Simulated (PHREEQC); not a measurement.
1 kg of water holding 44 mmol/kgw MgSO4 and 4.8 mmol/kgw MgCl2 is evaporated at 20 °C; the solids stay in contact with the brine. The system is closed to CO2. Solids allowed: Bischofite, Brucite, Epsomite, Hexahydrite, Kieserite, MgCl2_4H2O. Others were left out.

Computed with PHREEQC (Pitzer model, pitzer.dat).

Predict ionic strength, Mg in solution (mol/kgw), S in solution (mol/kgw) at water left (kg) = 0.375, 0.1711, 0.03564.


```tsv
water left (kg)	ionic strength	Mg in solution (mol/kgw)	S in solution (mol/kgw)
0.375	0.508	0.130	0.117
0.1711	1.11	0.285	0.257
0.03564	5.34	1.37	1.23
```

Species that the database lacks are ignored.
